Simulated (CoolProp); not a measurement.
A simple Rankine cycle with hexamethyldisiloxane (MM): condensing at 290.15 K, boiler at 0.261 MPa, turbine inlet 560 K, turbine efficiency 0.8, pump efficiency 0.7, no recuperator. Each further row changes one setting.

Computed with CoolProp (reference Helmholtz-energy equation of state, Thol 2016).

```tsv
case	thermal efficiency (%)	net work (kJ/kg)	heat in (kJ/kg)	turbine exit temperature (K)	volume ratio over the turbine
as stated	12.7	[?]	719	514.4	[?]
turbine inlet 580 K	12.4	94.9	763	533.7	67.7
condensing temperature 282.15 K	13.7	101	734	[?]	106
boiler pressure 0.183 MPa	11.7	84.5	720	[?]	47.4
turbine efficiency 0.7	11.1	79.9	719	519.9	68.7
```

Q: What belongs in the gaps?

A: 
- as stated, net work (kJ/kg): 91.4
- as stated, volume ratio over the turbine: 67.9
- condensing temperature 282.15 K, turbine exit temperature (K): 509.8
- boiler pressure 0.183 MPa, turbine exit temperature (K): 518.4
